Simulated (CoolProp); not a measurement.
Vapour-liquid equilibrium of R22 (1) + methanol (2) at 21.9 kPa; x and y are mole fractions of (1).

Values from CoolProp's multi-fluid Helmholtz-energy mixture model, Kamei 1995 and de Reuck 1993; pair parameters Bell 2016.

Give the bubble temperature and the first vapour's composition at x = 0.05, 0.45, 0.55. Is there an azeotrope?

x = 0.05: 252.1 K, y = 0.958; x = 0.45: 213.3 K, y = 0.999; x = 0.55: 211.1 K, y = 0.999. No azeotrope shows between x = 0.05 and 0.95.

The pair parameters rest on a limited set of measurements; away from them the model extrapolates. With so large a gap from Raoult's law the liquid may split in two, which this calculation doesn't test in full.
